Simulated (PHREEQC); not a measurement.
Solution (30 °C): 2.2 mmol/kgw MnSO4, 0.96 mmol/kgw ZnCl2 and 8.9 mmol/kgw H2SO4. Closed to the air; pH follows from the charge balance.

Model: ion-association model, wateq4f.dat, run in PHREEQC.

```yaml
pH: 1.93
ionic_strength: 0.0258 mol/kgw
total_alkalinity: -17.8 meq/kg
```

```tsv
species	molality	activity	log γ
H+	0.0132	0.0116	-0.056
SO4-2	0.00567	0.00310	-0.263
HSO4-	0.00457	0.00392	-0.067
Cl-	0.00191	0.00163	-0.069
Mn+2	0.00164	0.000920	-0.251
Zn+2	0.000665	0.000373	-0.251
MnSO4	0.000553	0.000557	0.003
ZnSO4	0.000280	0.000282	0.003
Zn(SO4)2-2	1.27e-5	6.83e-6	-0.269
MnCl+	7.09e-6	6.10e-6	-0.065
ZnCl+	2.38e-6	2.03e-6	-0.068
```

Precipitation was switched off in this run.
